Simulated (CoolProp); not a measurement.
Model: reference Helmholtz-energy equation of state, Lemmon 2013, in CoolProp.

Q: For propylene, give the phase and the density (kg/m³), cp (kJ/(kg K)), isothermal compressibility (1/MPa), conductivity (mW/(m K)) at 45.25 °C and 2.28 MPa; 66.05 °C and 2.28 MPa; 114.85 °C and 2.28 MPa.

A: 
- 45.25 °C and 2.28 MPa: liquid; density 470, cp 2.94, isothermal compressibility 0.0117, conductivity 101
- 66.05 °C and 2.28 MPa: gas; density 46.6, cp 2.39, isothermal compressibility 0.664, conductivity 26.8
- 114.85 °C and 2.28 MPa: gas; density 35.2, cp 2.13, isothermal compressibility 0.528, conductivity 31.2

Thermal conductivity comes from a separate model (Huber 2003), an estimate that may be off by 10 % or more.
